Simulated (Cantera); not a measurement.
Feed: 1 mol Pb, 0.43 mol CO, 6.9 mol H2, 0.04 mol CO2, held at 1727 °C and 0.133 bar.

Equilibrium computed with Cantera from the NASA thermochemical tables; the gas is ideal and each condensed phase is pure. Candidate condensed phases: C, C6H6, C7H8, C8H18, H2O, Pb, PbO, PbO2, Pb3O4; 113 gas species. Rates play no part.

Base state: H2 0.816, Pb 0.119, CO 0.0560, H2O 0.00469, H 0.00402, CO2 7.02e-5 (mole fractions); condensed: gas only.

Question: What changes in the equilibrium state with this change: pressure from 0.133 bar to 1.00 bar?

Answer: 
```csv
species,before,after
H2,0.816,0.818
Pb,0.119,0.119
CO,0.0560,0.0560
H,0.00402,0.00147
Pb2,9.22e-6,6.92e-5
H2O,0.00469,0.00470
CO2,7.02e-5,7.02e-5
```

Question: What changes in the equilibrium state with this change: CO2 from 0.04 to 0.42 mol?

Answer: 
```csv
species,before,after
H2,0.816,0.739
Pb,0.119,0.114
CO,0.0560,0.0956
H2O,0.00469,0.0465
CO2,7.02e-5,0.00131
PbO,3.12e-6,3.26e-5
```

Question: What changes in the equilibrium state with this change: Pb replaced by Ti?

Answer: 
```tsv
species	before	after
H2	0.816	0.995
H	0.00402	0.00444
Ti	0	7.45e-5
Pb	0.119	0
CO	0.0560	7.35e-6
CO2	7.02e-5	<1e-9
H2O	0.00469	1.49e-6
Ti(l), mol	0	0.0196
TiC(s), mol	0	0.470
TiO(s), mol	0	0.510
```
Mutual solubility and eutectic melting of coexisting phases are not modelled. TiC, TiO: taken at fixed stoichiometry. Condensed phases not in the tables: solid solutions among these carbides, nitrides and lower oxides, N, O or C dissolved in the metal. Further candidate phases: Ti, TiC, TiO, TiO2, Ti2O3, Ti3O5, Ti4O7.
